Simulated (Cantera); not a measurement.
A freely propagating, adiabatic, planar premixed flame of H2 : O2 : N2 = 1 : 0.909 : 3.42 (molar parts), unburnt at 623 K and 3.00 bar; multicomponent transport, grid criteria slope 0.08 and curve 0.16, no radiation.

Computed with Cantera and the H2/O2 subset of GRI-Mech 3.0, which has no nitrogen chemistry. The hydrogen kinetics of GRI-Mech 3.0 are dated; newer H2 mechanisms differ, most at raised pressure. Burning velocities carry a grid error of a few per cent, more on coarse grids. Lean hydrogen flames are cellular in practice and burn faster than this planar one.

x: mole fraction of selected species; z is measured from the peak of heat release.

| z (mm) | T (K) | u (m/s) | x H2 | x O2 | x H | x H2O | x HO2 | x H2O2 |
|---|---|---|---|---|---|---|---|---|
| -0.330 | 623 | 3.00 | 0.188 | 0.171 | <1e-8 | 1.24e-7 | <1e-8 | <1e-8 |
| -0.220 | 623 | 3.00 | 0.187 | 0.171 | <1e-8 | 3.74e-6 | 1.28e-7 | <1e-8 |
| -0.165 | 623 | 2.99 | 0.185 | 0.171 | <1e-8 | 2.75e-5 | 1.20e-6 | 8.84e-8 |
| -0.110 | 627 | 2.99 | 0.178 | 0.173 | 3.37e-8 | 0.000324 | 1.98e-5 | 1.47e-6 |
| -0.0551 | 730 | 3.36 | 0.143 | 0.174 | 0.000116 | 0.0114 | 0.000529 | 4.70e-5 |
| -0.0275 | ___ | 4.48 | ___ | 0.162 | ___ | ___ | ___ | ___ |
| 0 | 1324 | 5.88 | 0.0547 | 0.133 | 0.00606 | 0.106 | 0.000251 | 1.78e-5 |
| 0.0275 | 1556 | 6.88 | 0.0239 | 0.105 | 0.00803 | 0.153 | 0.000153 | 5.49e-6 |
| 0.0551 | 1689 | 7.45 | ___ | 0.0928 | ___ | 0.173 | ___ | ___ |
| 0.110 | 1820 | 8.00 | 0.00558 | 0.0867 | 0.00348 | 0.187 | 5.92e-5 | 1.73e-6 |
| 0.220 | 1912 | 8.37 | 0.00267 | 0.0857 | 0.00112 | 0.195 | 2.81e-5 | 9.61e-7 |
| 0.441 | 1959 | 8.55 | 0.00100 | 0.0860 | 0.000246 | 0.199 | 1.11e-5 | 5.26e-7 |
| 0.881 | 1979 | 8.63 | 0.000334 | 0.0865 | 4.78e-5 | 0.201 | 4.62e-6 | 2.91e-7 |

**Question.** Some entries are withheld; supply them.

**Answer.** 
- -0.0275, T (K): 996
- -0.0275, x H2: 0.102
- -0.0275, x H: 0.00176
- -0.0275, x H2O: 0.0476
- -0.0275, x HO2: 0.000434
- -0.0275, x H2O2: 5.75e-5
- 0.0551, x H2: 0.0118
- 0.0551, x H: 0.00672
- 0.0551, x HO2: 0.000104
- 0.0551, x H2O2: 3.17e-6
